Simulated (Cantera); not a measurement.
A perfectly stirred reactor is fed with 18.3 % CH3OH, 17.2 % O2, 64.5 % N2, equivalence ratio 1.6, at 0.410 bar; it is adiabatic with a 725 K inlet, and is followed from long to short residence time, starting on the burning branch (τ in s: 0.1, 0.047, 0.021, 0.0096, 0.0044, 0.002, 0.00089, 0.0004, 0.00018, 8.2e-05, 3.7e-05, 1.7e-05).

Detailed kinetics in Cantera: GRI-Mech 3.0 (53 species, 325 reactions). GRI-Mech 3.0 was tuned for natural gas; its chemistry of methanol as a main component is partial and can be far from experiment.

Task: Predict: blow-out, bracketed by the residence times tried; x(CH3OH) at τ = 0.100 s; x(O2) at τ = 0.100 s; x(CH2O) at τ = 0.100 s; x(CH3) at τ = 0.100 s; x(N2O) at τ = 0.100 s; x(CH3OH) at τ = 0.890 ms; x(O2) at τ = 0.890 ms; x(CH2O) at τ = 0.890 ms; x(CH3) at τ = 0.890 ms; x(N2O) at τ = 0.890 ms.

Result: 
```json
{
 "blow_out_bracketed_by_the_residence_times_tried": "burning at 0.180 ms, out at 82.0 µs",
 "x(CH3OH) at τ = 0.100 s": "1.38e-6",
 "x(O2) at τ = 0.100 s": "0.000218",
 "x(CH2O) at τ = 0.100 s": "1.33e-6",
 "x(CH3) at τ = 0.100 s": "1.54e-6",
 "x(N2O) at τ = 0.100 s": "4.26e-9",
 "x(CH3OH) at τ = 0.890 ms": "6.12e-5",
 "x(O2) at τ = 0.890 ms": "0.00281",
 "x(CH2O) at τ = 0.890 ms": "5.11e-5",
 "x(CH3) at τ = 0.890 ms": "7.27e-5",
 "x(N2O) at τ = 0.890 ms": "6.65e-9"
}
```
